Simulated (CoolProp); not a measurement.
Water along the isobar 69500 kPa: density (kg/m³) from the reference equation and from simpler models built on Tc = 373.9 °C, pc = 22060 kPa, ω = 0.344; each cubic takes its own stable root.

Computed with CoolProp (reference Helmholtz-energy equation of state, Wagner 2002).

| T (°C) | phase | reference | van der Waals | Redlich-Kwong | Soave-Redlich-Kwong | Peng-Robinson |
|---|---|---|---|---|---|---|
| 267.75 | liquid | 836.7 | 424.9 | 576.5 | 596.8 | 671.6 |
| 283.15 | liquid | 818.2 | 418.6 | 562.9 | 581.5 | 654.0 |
| 298.55 | liquid | 798.8 | 412.1 | 548.9 | 565.4 | 635.4 |
| 313.95 | liquid | 778.2 | 405.4 | 534.5 | 548.6 | 615.8 |
| 329.35 | liquid | 756.5 | 398.6 | 519.7 | 530.9 | 595.0 |
| 344.85 | liquid | 733.3 | 391.6 | 504.4 | 512.1 | 572.9 |
| 360.25 | liquid | 708.8 | 384.5 | 488.7 | 492.6 | 549.8 |
| 375.65 | supercritical | 682.6 | 377.2 | 472.7 | 472.2 | 525.5 |
| 391.05 | supercritical | 654.5 | 369.7 | 456.2 | 450.9 | 500.1 |
| 406.45 | supercritical | 624.3 | 362.0 | 439.4 | 428.8 | 473.8 |
